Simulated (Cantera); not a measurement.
Input: 1 mol CS₂, 1.3 mol O₂, 0.52 mol H₂, equilibrated at 3100 K and 2200000 Pa.

Equilibrium computed with Cantera from the NASA thermochemical tables; the gas is ideal and each condensed phase is pure. Candidate condensed phases: C, C₆H₆, C₇H₈, C₈H₁₈, H₂O, H₂SO₄, S; 123 gas species. The numbers say what is thermodynamically allowed, not how fast it happens.

Base state: CO 0.283, S₂ 0.162, SO 0.135, SO₂ 0.128, H₂O 0.0826, H₂ 0.0586, CO₂ 0.0525, SH 0.0332 (mole fractions); condensed: gas only.

Question: What changes in the equilibrium state with this change: 2 mol NH₃ added?

Answer: 
```
species    before     after
-------  --------  --------
H₂         0.0586     0.291
H₂O        0.0826     0.160
N₂              0     0.148
CO          0.283     0.138
SO₂         0.128    0.0129
CO₂        0.0525   0.00993
SO          0.135    0.0350
H₂S       0.00949    0.0316
S₂          0.162    0.0724
H          0.0110    0.0245
S          0.0288    0.0193
SH         0.0332    0.0496
NO              0  0.000368
SN              0  0.000222
O₂       0.000349   5.26e-5
```

Question: What changes in the equilibrium state with this change: CS₂ replaced by NH₃?

Answer: 
| species | before | after |
|---|---|---|
| H₂O | 0.0826 | 0.628 |
| N₂ | 0 | 0.163 |
| O₂ | 0.000349 | 0.0870 |
| CO | 0.283 | 0 |
| S₂ | 0.162 | 0 |
| SO | 0.135 | 0 |
| SO₂ | 0.128 | 0 |
| CO₂ | 0.0525 | 0 |
| SH | 0.0332 | 0 |
| S | 0.0288 | 0 |
| NO | 0 | 0.0157 |
| OH | 0.00554 | 0.0607 |
| H₂ | 0.0586 | 0.0282 |
| H | 0.0110 | 0.00761 |
| H₂S | 0.00949 | 0 |
| S₂O | 0.00807 | 0 |

Question: What changes in the equilibrium state with this change: pressure from 2200000 Pa to 12.0 Pa?

Answer: 
```csv
species,before,after
S,0.0288,0.352
O,0.000628,0.280
H,0.0110,0.185
H₂O,0.0826,3.11e-7
SO₂,0.128,9.24e-6
S₂,0.162,0.000132
SH,0.0332,3.74e-5
CO₂,0.0525,8.03e-5
H₂,0.0586,9.08e-5
SO,0.135,0.00401
CO,0.283,0.178
H₂S,0.00949,<1e-9
S₂O,0.00807,1.60e-8
COS,0.00198,8.31e-8
```
